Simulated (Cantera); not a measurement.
Hydrocarbon pyrolysis for carbon deposition

A perfectly stirred reactor is fed with C2H6 : N2 = 1 : 61 (molar parts), at 3400 Pa; it is held at 1125 K, and followed from long to short residence time.

Detailed kinetics in Cantera: GRI-Mech 3.0 (53 species, 325 reactions). GRI-Mech 3.0 stops at C3 and has no aromatics, soot or wall deposition, so with more carbon than oxygen in the feed, carbon stays in small species such as C2H2 where larger ones or solid carbon would form. Radical loss at walls, strong at low pressure, is not modelled.

| τ (s) | x C2H6 | x C2H4 | x CH2 | x C2H2 | x HCN | x CH3 | x H |
|---|---|---|---|---|---|---|---|
| 1.5 | 0.00446 | 0.00850 | 5.30e-10 | 0.00221 | 8.63e-11 | 1.01e-5 | 1.86e-6 |
| 0.56 | 0.00875 | 0.00625 | 7.90e-10 | 0.000590 | 7.23e-11 | 1.44e-5 | 1.57e-6 |
| 0.21 | 0.0128 | 0.00304 | 8.74e-10 | 9.88e-5 | 5.72e-11 | 1.67e-5 | 1.28e-6 |
| 0.081 | 0.0149 | 0.00116 | 7.31e-10 | 1.28e-5 | 4.12e-11 | 1.56e-5 | 1.06e-6 |
| 0.031 | 0.0157 | 0.000353 | 3.99e-10 | 1.10e-6 | 2.00e-11 | 1.12e-5 | 7.84e-7 |
| 0.012 | 0.0160 | 7.38e-5 | 1.11e-10 | 4.66e-8 | 3.95e-12 | 5.82e-6 | 4.17e-7 |
| 0.0046 | 0.0161 | 8.37e-6 | 1.69e-11 | 6.38e-10 | <1e-12 | 2.72e-6 | 1.23e-7 |
| 0.0017 | 0.0161 | 5.40e-7 | 1.67e-12 | 3.45e-12 | <1e-12 | 1.18e-6 | 2.10e-8 |
| 0.00067 | 0.0161 | 3.59e-8 | <1e-12 | <1e-12 | <1e-12 | 4.96e-7 | 3.35e-9 |
| 0.00025 | 0.0161 | 1.97e-9 | <1e-12 | <1e-12 | <1e-12 | 1.90e-7 | 4.31e-10 |
x: mole fraction; the columns are a selection and need not sum to one.
